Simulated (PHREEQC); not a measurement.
Make-up at 25 °C: 1.9 mol/kgw LiCl and 0.00011 mol/kgw H3BO3. Closed to the air; pH follows from the charge balance.

Model: ion-association model, phreeqc.dat, run in PHREEQC.

Each row changes one thing in this solution. No solid was allowed to form.

| case | pH | ionic strength (mol/kgw) |
|---|---|---|
| as made | 6.54 | 1.90 |
| H3BO3 replaced by Na2B4O7 at the same molality | … | 1.90 |
| H3BO3 left out | 6.95 | 1.90 |
| LiCl replaced by KCl at the same molality | 6.54 | 1.90 |
| LiCl left out | … | 2.71e-7 |
| H3BO3 replaced by NaBF4 at the same molality | … | 1.90 |
| temperature from 25 to 85 °C | 6.11 | 1.90 |
| diluted 100-fold with water | 6.98 | … |

Problem. Some entries are withheld; supply them.

Solution. 
- H3BO3 replaced by Na2B4O7 at the same molality, pH: 8.98
- LiCl left out, pH: 6.57
- H3BO3 replaced by NaBF4 at the same molality, pH: 3.68
- diluted 100-fold with water, ionic strength (mol/kgw): 0.0190

The ionic strength passes 0.7 mol/kgw, the rough limit of the ion-association models, in as made; H3BO3 replaced by Na2B4O7 at the same molality; H3BO3 left out; LiCl replaced by KCl at the same molality; H3BO3 replaced by NaBF4 at the same molality; temperature from 25 to 85 °C. Species that the database lacks are ignored. Away from 25 °C the constants follow the database's enthalpies or fits; those with neither stay at their 25 °C values. Real BF4- forms and hydrolyses slowly; the run takes it at equilibrium.
